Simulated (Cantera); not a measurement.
An isothermal, constant-pressure homogeneous reactor starts with H2 : O2 : H2O = 0.027 : 1 : 0.0025 (molar parts), equivalence ratio 0.013, at 1000 K and 0.0118 atm.

Model: GRI-Mech 3.0 (53 species, 325 reactions), integrated in Cantera. Radical loss at walls, strong at low pressure, is not modelled.

x: mole fraction; the columns are a selection and need not sum to one.

```json
[
 {"t (s)": "5.00e-5", "x H2": "0.0262", "x O2": "0.971", "x H2O": "0.00243", "x H": "9.55e-12", "x H2O2": "<1e-12"},
 {"t (s)": "0.000198", "x H2": "0.0262", "x O2": "0.971", "x H2O": "0.00243", "x H": "2.93e-11", "x H2O2": "<1e-12"},
 {"t (s)": "0.000783", "x H2": "0.0262", "x O2": "0.971", "x H2O": "0.00243", "x H": "1.30e-10", "x H2O2": "<1e-12"},
 {"t (s)": "0.00310", "x H2": "0.0262", "x O2": "0.971", "x H2O": "0.00243", "x H": "8.83e-9", "x H2O2": "<1e-12"},
 {"t (s)": "0.0122", "x H2": "0.00715", "x O2": "0.959", "x H2O": "0.0179", "x H": "0.00514", "x H2O2": "…"},
 {"t (s)": "0.0485", "x H2": "0.000146", "x O2": "0.965", "x H2O": "0.0281", "x H": "0.000817", "x H2O2": "…"},
 {"t (s)": "0.192", "x H2": "1.74e-5", "x O2": "0.970", "x H2O": "0.0289", "x H": "3.52e-5", "x H2O2": "…"},
 {"t (s)": "0.758", "x H2": "1.25e-6", "x O2": "0.971", "x H2O": "0.0290", "x H": "7.79e-7", "x H2O2": "…"},
 {"t (s)": "3.00", "x H2": "1.03e-7", "x O2": "0.971", "x H2O": "0.0290", "x H": "2.20e-8", "x H2O2": "…"}
]
```

Question: Complete the blanks.

Answer: 
- 0.0122, x H2O2: 2.30e-7
- 0.0485, x H2O2: 4.86e-8
- 0.192, x H2O2: 4.09e-8
- 0.758, x H2O2: 2.26e-8
- 3.00, x H2O2: 7.69e-9
